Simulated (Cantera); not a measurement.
Input: 1 mol Si, 1 mol HCl, 14 mol H2, at 723 K and 0.120 bar.

Cantera equilibrium calculation (NASA polynomials, part measured and part estimated; ideal gas, pure solids and liquids). Rates play no part.

| species | before | after |
|---|---|---|
| H2 | 0.981 | 0.965 |
| HCl | 0.000445 | 0.0220 |
| SiCl4 | 0.0112 | 0.00687 |
| SiCl2 | 1.58e-7 | 0.00102 |
| SiCl3 | 2.66e-6 | 0.000706 |
| SiHCl3 | 0.00736 | 0.00438 |
| SiH2Cl2 | 0.000336 | 0.000335 |
| Si(s), mol | 0.722 | 0.803 |
Gas species are given as mole fractions.

Problem. Name the change that produced these shifts.
A. temperature from 723 K to 1098.15 K
B. temperature from 723 K to 1398.15 K
C. temperature from 723 K to 1298 K
D. HCl from 1 to 2.6 mol

Solution. A, temperature from 723 K to 1098.15 K. The tables' values for SiCl3 are old estimates; treat these amounts as uncertain
